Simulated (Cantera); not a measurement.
An isothermal, constant-pressure homogeneous reactor starts with 4.69 % H2, 79.4 % O2, 15.9 % N2, at 1223 K and 210 Pa.

Detailed kinetics in Cantera: GRI-Mech 3.0 (53 species, 325 reactions). Radical loss at walls, strong at low pressure, is not modelled. The temperature is held fixed by assumption; the heat of reaction is taken as removed at once.

Problem. Predict: x(H2) at 2.00 s; x(O2) at 2.00 s; x(OH) at 2.00 s; x(HO2) at 2.00 s; x(H) at 2.00 s; x(H2O) at 2.00 s.

Solution. x(H2) at 2.00 s: 0.000369 (gas-phase equilibrium 2.41e-8)
x(O2) at 2.00 s: 0.776 (gas-phase equilibrium 0.789)
x(OH) at 2.00 s: 0.00225 (gas-phase equilibrium 1.84e-5)
x(HO2) at 2.00 s: 3.57e-7 (gas-phase equilibrium 6.90e-9)
x(H) at 2.00 s: 0.00203 (gas-phase equilibrium 1.03e-9)
x(H2O) at 2.00 s: 0.0451 (gas-phase equilibrium 0.0480)
